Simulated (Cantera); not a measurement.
A closed system holds: 1 mol C₂H₄, 0.27 mol H₂O, 9 mol H₂, at 927 °C and 0.0133 bar.

Method: chemical equilibrium by Gibbs-energy minimisation in Cantera with the NASA 1993 tables (ideal gas, pure condensed phases). Candidate condensed phases: C, C₆H₆, C₇H₈, C₈H₁₈, H₂O; 110 gas species. Rates play no part.

Task: What is the equilibrium state?

Result: 
| Property | Result |
|---|---|
| x(H₂) | 0.976 |
| x(CO) | 0.0234 |
| x(CH₄) | 0.000201 |
| x(H₂O) | 7.90e-6 |
| x(H) | 1.69e-6 |
| n(C(graphite)) | 1.73 mol |
| gas amount | 11.54 mol |
